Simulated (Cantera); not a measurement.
A Cantera script and what it prints.

```python
import numpy as np
import cantera as ct

gas_names = [...]  # 151 gases of nasa_gas.yaml made of C, H, N, O, Si
cond_names = """
    C(gr) C6H6(L) C7H8(L) C8H18(L),n-octa H2O(s) H2O(L) Si(cr) Si(L) SiC(b) SiO2(Lqz) SiO2(hqz) SiO2(L)
    Si2N2O(s) Si3N4(a)
""".split()


# ... load() reads the species with a 1 bar reference pressure and builds the phases ...
atoms = {
    'HMDSO': {'Si': 2, 'C': 6, 'H': 18, 'O': 1},
    'N2O': {'N': 2, 'O': 1},
    'H2': {'H': 2},
}
top_T = {'C(gr)': 4500, 'SiC(b)': 3050, 'Si2N2O(s)': 2100, 'Si3N4(a)': 2400}  # K; cautious upper limits of use, not melting points


# ... equilibrate(T, P, feed) seeds the gas with the atoms and calls Mixture.equilibrate('TP', solver="vcs", rtol=1e-11, max_steps=5000) ...
results = []
T = 1550  # K
P = 30  # Pa
for m in [1.2, 1.9, 2.9, 4.5, 6.9, 11, 17, 26, 40, 61, 95]:
    feed = {'HMDSO': 1, 'N2O': 21, 'H2': m}  # mol
    mix = equilibrate(T, P, feed)
    results.append((T, P, feed, dict(zip(mix.species_names, mix.species_moles))))

top = {s: max(r[3][s] / sum(r[3][g] for g in gas_names) for r in results) for s in gas_names}
cols = sorted((s for s in top if top[s] > 0.001), key=lambda s: -top[s])[:5]
seen = [c for c in cond_names if any(r[3].get(c, 0) > 1e-12 for r in results)]
print("log10 of partial pressures in bar; condensed amounts in mol")
print(f"{'n(H2)':>10s}" + "".join(f"{s[:9]:>10s}" for s in cols + seen))
for T, P, feed, n in results:
    ng = sum(n[g] for g in gas_names)
    print(f"{feed['H2']:10.4g}" + "".join(f"{np.log10(max(n[s] / ng * P / 1e5, 1e-99)):10.3f}" for s in cols)
          + "".join(f"{n.get(c, 0):10.4g}" for c in seen))
```

It prints:

```
log10 of partial pressures in bar; condensed amounts in mol
     n(H2)        H2        N2       H2O       CO2        CO SiO2(hqz)
       1.2    -4.821    -3.771    -4.174    -4.528    -4.728         2
       1.9    -4.737    -3.779    -4.168    -4.568    -4.690         2
       2.9    -4.638    -3.791    -4.163    -4.622    -4.650         2
       4.5    -4.511    -3.808    -4.161    -4.704    -4.608         2
       6.9    -4.372    -3.833    -4.164    -4.814    -4.575     1.999
        11    -4.211    -3.873    -4.181    -4.974    -4.558     1.999
        17    -4.066    -3.925    -4.215    -5.163    -4.568     1.998
        26    -3.939    -3.993    -4.269    -5.381    -4.605     1.997
        40    -3.830    -4.082    -4.346    -5.634    -4.671     1.994
        61    -3.744    -4.188    -4.445    -5.909    -4.762     1.989
        95    -3.676    -4.318    -4.570    -6.222    -4.882     1.976
```

These are equilibrium values from Cantera (NASA tables, ideal gas, pure condensed phases), not measurements of a reactor. The feed counts by its element totals alone. The tables hold silica as quartz up to 1696 K and as liquid above; real silica turns to tridymite and cristobalite and melts near 1996 K.
